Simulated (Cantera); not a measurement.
Carbon deposition, reforming and gasification: C₃H₆ + O₂ + N₂

Feed: 1 mol C₃H₆, 0.6 mol O₂, 10 mol N₂, held at 1075 K and 1 atm.

Equilibrium computed with Cantera from the NASA thermochemical tables; the gas is ideal and each condensed phase is pure. Candidate condensed phases: C, C₆H₆, C₇H₈, C₈H₁₈, H₂O; 136 gas species. Kinetics and transport are ignored.

The x(N₂) comes out as 0.708. The x(H₂) comes out as 0.206. The x(CO) is 0.0810, the x(H₂O) is 0.00214 and the x(CH₄) is 0.00194. The x(CO₂) is 0.000903, the x(NH₃) is 2.92e-5 and the x(HCN) is 6.06e-6. The n(C(graphite)) is 1.82 mol and the gas amount is 14.13 mol.
